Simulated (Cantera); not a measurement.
A perfectly stirred reactor is fed with 0.259 % CH3OH, 3.84 % O2, 95.9 % N2, equivalence ratio 0.10, at 1.30 bar; it is held at 1200 K, and followed from long to short residence time.

Cantera simulation using GRI-Mech 3.0 (53 species, 325 reactions); the numbers are that mechanism's predictions, not measurements. GRI-Mech 3.0 was tuned for natural gas; its chemistry of methanol as a main component is partial and can be far from experiment.

x: mole fraction; the columns are a selection and need not sum to one.

| τ (s) | x CH3OH | x O2 | x CH4 | x CO | x CO2 | x OH | x H2O |
|---|---|---|---|---|---|---|---|
| 0.78 | 8.94e-6 | 0.0346 | 2.37e-10 | 0.000296 | 0.00228 | 2.60e-6 | 0.00514 |
| 0.35 | 1.66e-5 | 0.0347 | 5.11e-10 | 0.000511 | 0.00205 | 2.97e-6 | 0.00512 |
| 0.16 | 3.10e-5 | 0.0349 | … | 0.000813 | 0.00173 | 3.37e-6 | 0.00507 |
| 0.071 | 6.22e-5 | 0.0351 | … | 0.00120 | 0.00129 | 3.70e-6 | 0.00496 |
| 0.032 | 0.000132 | 0.0355 | … | 0.00157 | 0.000820 | 3.78e-6 | 0.00470 |
| 0.015 | 0.000290 | 0.0359 | … | 0.00174 | 0.000425 | 3.43e-6 | 0.00414 |
| 0.0066 | 0.000715 | 0.0367 | … | 0.00144 | 0.000141 | 2.58e-6 | 0.00291 |
| 0.0030 | 0.00145 | 0.0375 | … | 0.000691 | 2.52e-5 | 1.69e-6 | 0.00140 |
| 0.0013 | 0.00259 | 0.0384 | … | 3.95e-8 | 2.69e-8 | 1.12e-9 | 4.62e-7 |
| 0.00060 | 0.00259 | 0.0384 | … | 1.70e-8 | 1.24e-8 | 8.87e-10 | 1.75e-7 |

Task: Some entries are withheld; supply them.

Result: 
- 0.16, x CH4: 1.15e-9
- 0.071, x CH4: 2.76e-9
- 0.032, x CH4: 6.35e-9
- 0.015, x CH4: 1.26e-8
- 0.0066, x CH4: 1.82e-8
- 0.0030, x CH4: 1.46e-8
- 0.0013, x CH4: 3.29e-8
- 0.00060, x CH4: 1.13e-8
